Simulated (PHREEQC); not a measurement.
Make-up at 33 °C: 0.00014 mol/kgw PbCl2, 3.8e-06 mol/kgw NaCl and 2.2e-05 mol/kgw Na2SO4. It is in equilibrium with CO2 at log p = 0 (atm). Otherwise closed; pH follows from the charge balance.

All values are PHREEQC results (ion-association model, phreeqc.dat), not measurements.

This is a speciation only: nothing precipitates in the calculation.

Problem. Predict the pH, specific conductance.

Solution. pH 3.92; specific conductance 108 µS/cm.

Problem. In which forms is S present?

Solution. SO4-2 93 %, PbSO4 5.3 %, HSO4- 1.2 % of the S.

Species that the database lacks are ignored.
